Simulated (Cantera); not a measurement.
A closed system holds: 1 mol B, 0.27 mol O2, 2 mol H2, at 2125 K and 1.00 bar.

These are equilibrium values from Cantera (NASA tables, ideal gas, pure condensed phases), not measurements of a reactor. Candidate condensed phases: B, B2O3, B3O3H3, H2O; 23 gas species. The tables' values for BH2 are old estimates; treat these amounts as uncertain. Gases not in the tables: B2H6 and higher boranes. Equilibrium is a limit: real reactors are often held back by kinetics, nucleation or transport.

Base state: H2 0.816, HBO 0.123, B2O2 0.0420, BO 0.00638, B2O3 0.00621, H 0.00328, HBO2 0.00274, BH2 0.000749 (mole fractions); condensed: B(s).

What changes in the equilibrium state with this change: H2 from 2 to 5.8 mol?


```tsv
species	before	after
H2	0.816	0.919
HBO	0.123	0.0626
B2O2	0.0420	0.00973
B2O3	0.00621	0.000692
B3O3H3	0.000174	2.32e-5
HBO2	0.00274	0.000674
B2O	0.000126	6.08e-5
BO	0.00638	0.00307
B(s), mol	0.479	0.463
```

What changes in the equilibrium state with this change: pressure from 1.00 bar to 0.133 bar?


```json
[
 {"species": "H2", "before": "0.816", "after": "0.804"},
 {"species": "HBO", "before": "0.123", "after": "0.123"},
 {"species": "B2O2", "before": "0.0420", "after": "0.0427"},
 {"species": "BO", "before": "0.00638", "after": "0.0176"},
 {"species": "H", "before": "0.00328", "after": "0.00892"},
 {"species": "B3O3H3", "before": "0.000174", "after": "3.10e-6"},
 {"species": "BH3", "before": "3.58e-5", "after": "1.28e-5"},
 {"species": "B(s), mol", "before": "0.479", "after": "0.465"}
]
```

What changes in the equilibrium state with this change: temperature from 2125 K to 1975 K?


| species | before | after |
|---|---|---|
| H2 | 0.816 | 0.829 |
| HBO | 0.123 | 0.109 |
| B2O2 | 0.0420 | 0.0407 |
| B2O3 | 0.00621 | 0.0111 |
| B3O3H3 | 0.000174 | 0.00163 |
| B2O | 0.000126 | 3.37e-5 |
| B(s), mol | 0.479 | 0.494 |
